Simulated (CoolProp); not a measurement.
Vapour-liquid equilibrium of carbon dioxide (1) + R125 (2) at 1.07 MPa; x and y are mole fractions of (1).

The numbers come from the multi-fluid Helmholtz-energy mixture model, Span 1996 and Lemmon 2005; pair parameters Bell 2016 in CoolProp.

| x | bubble temperature (°C) | y at the bubble point | dew temperature at overall composition x (°C) | liquid density (mol/L) |
|---|---|---|---|---|
| 0.05 | 9.4 | 0.172 | 13.9 | 10.87 |
| 0.15 | -1.6 | 0.439 | 10.3 | 11.92 |
| 0.25 | -10.4 | 0.611 | 6.4 | 12.98 |
| 0.35 | -17.1 | 0.722 | 2.3 | 14.07 |
| 0.45 | -22.2 | 0.795 | -2.1 | 15.24 |
| 0.55 | -26.2 | 0.848 | -7.1 | 16.52 |
| 0.65 | -29.5 | 0.888 | -12.6 | 17.95 |
| 0.75 | -32.3 | 0.923 | -19.0 | 19.61 |
| 0.85 | -34.8 | 0.954 | -26.4 | 21.55 |
| 0.95 | -37.1 | 0.984 | -34.5 | 23.87 |

No azeotrope shows between x = 0.05 and 0.95.

Pair parameters are fitted to limited data, so mixtures are less certain than the pure fluids.
